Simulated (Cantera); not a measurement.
Input (Python, Cantera) and output of one run.

```python
import numpy as np
import cantera as ct

gas_names = """
    C CN CO CO2 C2 CCN CNC C2N2 C2O C3 C3O2 C4 C4N2 C5 Fe FeC5O5 FeO N NCO NO NO2 NO3 N2 N2O O O2 O3
""".split()
cond_names = """
    C(gr) Fe(a) Fe(c) Fe(d) Fe(L) FeC5O5(L) FeO(s) FeO(L) Fe2O3(s) Fe3O4(s)
""".split()


# ... load() reads the species with a 1 bar reference pressure and builds the phases ...
atoms = {
    'Fe(CO)5': {'Fe': 1, 'C': 5, 'O': 5},
    'CO': {'C': 1, 'O': 1},
    'N2': {'N': 2},
}
top_T = {'C(gr)': 4500, 'Fe2O3(s)': 1830, 'Fe3O4(s)': 1870}  # K; cautious upper limits of use, not melting points


# ... equilibrate(T, P, feed) seeds the gas with the atoms and calls Mixture.equilibrate('TP', solver="vcs", rtol=1e-11, max_steps=5000) ...
results = []
feed = {'Fe(CO)5': 1, 'CO': 0.4, 'N2': 88}  # mol
T = 1125  # K
P = 670000  # Pa
mix = equilibrate(T, P, feed)
results.append((T, P, feed, dict(zip(mix.species_names, mix.species_moles))))
x = sorted(zip(gas.X, gas.species_names), reverse=True)
print(f"T = {T:g} K  P = {P:g} Pa  gas = {mix.phase_moles(0):.4g} mol")
print("   x: " + "  ".join(f"{s} {v:.3e}" for v, s in x if v > 0.0001))
print("   condensed (mol): " + ("  ".join(f"{mix.phase(i).name} {mix.phase_moles(i):.4g}"
      for i in range(1, mix.n_phases) if mix.phase_moles(i) > 1e-12) or "none"))
```

Result:

```
T = 1125 K  P = 670000 Pa  gas = 93.29 mol
   x: N2 9.433e-01  CO 5.547e-02  CO2 1.205e-03
   condensed (mol): C(gr) 0.1125  Fe(a) 1
```

These are equilibrium values from Cantera (NASA tables, ideal gas, pure condensed phases), not measurements of a reactor. Condensed phases not in the tables: cementite and carbon dissolved in iron.
